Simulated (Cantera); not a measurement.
An isothermal, constant-pressure homogeneous reactor starts with CH₂O : O₂ : N₂ = 0.017 : 0.021 : 1 (molar parts), equivalence ratio 0.81, at 1250 K and 860000 Pa. Integrator tolerance rtol = 1e-08.

Cantera simulation using GRI-Mech 3.0 (53 species, 325 reactions); the numbers are that mechanism's predictions, not measurements.

Q: What does this change do: temperature 1250 to 1400 K?

A: 
```tsv
quantity	before	after
x(CH₂O) at 20.0 s	<1e-12 (gas-phase equilibrium <1e-12)	<1e-12 (gas-phase equilibrium <1e-12)
x(O₂) at 20.0 s	0.00385 (gas-phase equilibrium 0.00383)	0.00385 (gas-phase equilibrium 0.00380)
x(CO₂) at 20.0 s	0.0164 (gas-phase equilibrium 0.0164)	0.0164 (gas-phase equilibrium 0.0164)
x(NO) at 20.0 s	1.38e-7 (gas-phase equilibrium 4.24e-5)	1.56e-6 (gas-phase equilibrium 0.000108)
x(H₂) at 20.0 s	3.12e-9 (gas-phase equilibrium 3.13e-9)	4.09e-8 (gas-phase equilibrium 4.12e-8)
```
